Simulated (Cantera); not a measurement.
Charge: 1 mol B2H6, 0.27 mol O2, 89 mol H2, held at 860 Pa.

Cantera equilibrium calculation (NASA polynomials, part measured and part estimated; ideal gas, pure solids and liquids). Candidate condensed phases: B, B2O3, B3O3H3, H2O; 23 gas species. The feed counts by its element totals alone. The tables' values for BH2 are old estimates; treat these amounts as uncertain. Equilibrium is a limit: real reactors are often held back by kinetics, nucleation or transport. All values below are at 1727 °C.

Base state: H2 0.976, H 0.0173, HBO 0.00451, BO 0.00116, BH2 0.000457, B2O2 5.66e-5, B2O 1.71e-5, B 1.55e-5 (mole fractions); condensed: B(s).

### Question
What changes in the equilibrium state with this change: O2 from 0.27 to 1 mol?

### Answer
| species | before | after |
|---|---|---|
| H2 | 0.976 | 0.962 |
| H | 0.0173 | 0.0172 |
| HBO | 0.00451 | 0.0157 |
| BO | 0.00116 | 0.00406 |
| B2O3 | 4.76e-8 | 1.42e-5 |
| HBO2 | 5.49e-7 | 4.64e-5 |
| H2O | 6.61e-7 | 1.58e-5 |
| B(s), mol | 1.41 | 0 |
